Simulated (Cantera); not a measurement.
Input: 1 mol Cu2O, 5.2 mol CH4, 0.013 mol CO, held at 873.15 K and 1580 Torr.

Method: chemical equilibrium by Gibbs-energy minimisation in Cantera with the NASA 1993 tables (ideal gas, pure condensed phases). Candidate condensed phases: C, C6H6, C7H8, C8H18, Cu, CuO, Cu(OH)2, Cu2O, H2O; 113 gas species. Kinetics and transport are ignored.

Base state: H2 0.573, CH4 0.309, H2O 0.0917, CO 0.0180, CO2 0.00766 (mole fractions); condensed: C(graphite) + Cu(s).

What changes in the equilibrium state with this change: temperature from 873.15 K to 1750 K?


```tsv
species	before	after
H2	0.573	0.909
CO	0.0180	0.0888
CH4	0.309	0.00159
H2O	0.0917	6.24e-5
Cu	<1e-9	0.000142
H	<1e-9	0.000153
C2H2 (acetylene)	<1e-9	0.000104
CO2	0.00766	1.68e-6
C(graphite), mol	2.50	4.18
Cu(s), mol	2.00	0
Cu(l), mol	0	2.00
```
